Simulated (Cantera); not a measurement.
Reactions in the system H-S-Si

Source: NASA polynomial tables (part measured, part estimated), evaluated in Cantera. Values are per mole of reaction as written; species without (g) are pure solids or liquids, kept so even where they would boil at 1 bar.

6 H2S(g) + 4 Si ⇌ 4 SiH3(g) + 3 S2(g)

```json
[
 {"T (K)": "398", "ΔH° (kJ)": "1343.0", "ΔS° (J/K)": "233.2", "ΔG° (kJ)": "1250.1", "log10 K": "-164.07"},
 {"T (K)": "498", "ΔH° (kJ)": "1341.1", "ΔS° (J/K)": "229.1", "ΔG° (kJ)": "1227.0", "log10 K": "-128.70"},
 {"T (K)": "598", "ΔH° (kJ)": "1340.2", "ΔS° (J/K)": "227.3", "ΔG° (kJ)": "1204.2", "log10 K": "-105.19"},
 {"T (K)": "698", "ΔH° (kJ)": "1339.8", "ΔS° (J/K)": "226.8", "ΔG° (kJ)": "1181.5", "log10 K": "-88.42"},
 {"T (K)": "798", "ΔH° (kJ)": "1339.9", "ΔS° (J/K)": "226.8", "ΔG° (kJ)": "1158.9", "log10 K": "-75.85"},
 {"T (K)": "898", "ΔH° (kJ)": "1340.0", "ΔS° (J/K)": "227.0", "ΔG° (kJ)": "1136.2", "log10 K": "-66.09"},
 {"T (K)": "998", "ΔH° (kJ)": "1340.2", "ΔS° (J/K)": "227.2", "ΔG° (kJ)": "1113.5", "log10 K": "-58.28"}
]
```

SiH4(g) ⇌ H(g) + SiH3(g)

| T (K) | ΔH° (kJ) | ΔS° (J/K) | ΔG° (kJ) | log10 K |
|---|---|---|---|---|
| 398 | 394.6 | 131.0 | 342.4 | -44.94 |
| 498 | 395.8 | 133.9 | 329.2 | -34.53 |
| 598 | 396.9 | 135.8 | 315.7 | -27.57 |
| 698 | 397.8 | 137.2 | 302.0 | -22.60 |
| 798 | 398.5 | 138.1 | 288.3 | -18.87 |
| 898 | 399.1 | 138.8 | 274.4 | -15.96 |
| 998 | 399.6 | 139.3 | 260.5 | -13.63 |

SiH4(g) + S ⇌ SiH2(g) + H2S(g)

```csv
T (K),ΔH° (kJ),ΔS° (J/K),ΔG° (kJ),log10 K
398,188.4,171.2,120.3,-15.79
498,186.8,167.6,103.3,-10.84
598,185.1,164.5,86.7,-7.58
698,184.0,162.7,70.4,-5.27
798,183.0,161.4,54.2,-3.55
898,181.7,159.8,38.1,-2.22
998,180.1,158.2,22.2,-1.16
```

2 SiH3(g) ⇌ 2 Si + 3 H2(g)

```
T (K)  ΔH° (kJ)  ΔS° (J/K)  ΔG° (kJ)  log10 K
-----  --------  ---------  --------  -------
398      -414.1       10.1    -418.1    54.87
498      -410.1       19.0    -419.6    44.01
598      -407.0       24.8    -421.8    36.84
698      -404.6       28.5    -424.5    31.76
798      -402.8       30.9    -427.5    27.98
898      -401.5       32.5    -430.6    25.05
998      -400.5       33.5    -433.9    22.71
```
